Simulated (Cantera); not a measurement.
An isothermal, constant-pressure homogeneous reactor starts with N₂O : N₂ = 1 : 0.35 (molar parts), at 1250 K and 49.5 Torr. Integrator tolerance rtol = 1e-08.

Computed with Cantera and GRI-Mech 3.0 (53 species, 325 reactions). GRI-Mech 3.0 was tuned for natural gas; its chemistry of N2O as a main component is partial and can be far from experiment. The mechanism lacks the step 2 NO + O2 → 2 NO2, which can matter for NO2 below about 1400 K. The temperature is held fixed by assumption; the heat of reaction is taken as removed at once.

Q: What does this change do: pressure from 49.5 Torr to 6.90 Torr?

A: 
```csv
quantity,before,after
x(N₂O) at 6.00 s,0.348 (gas-phase equilibrium 5.21e-9),0.661 (gas-phase equilibrium 1.94e-9)
x(O) at 6.00 s,3.74e-6 (gas-phase equilibrium 1.41e-7),3.86e-6 (gas-phase equilibrium 3.77e-7)
x(NO₂) at 6.00 s,2.61e-5 (gas-phase equilibrium 1.21e-6),6.90e-7 (gas-phase equilibrium 4.50e-7)
x(NO) at 6.00 s,0.0359 (gas-phase equilibrium 0.000310),0.00735 (gas-phase equilibrium 0.000310)
x(O₂) at 6.00 s,0.125 (gas-phase equilibrium 0.270),0.0255 (gas-phase equilibrium 0.270)
x(N₂) at 6.00 s,0.491 (gas-phase equilibrium 0.730),0.306 (gas-phase equilibrium 0.730)
```
Radical loss at walls, strong at low pressure, is not modelled.
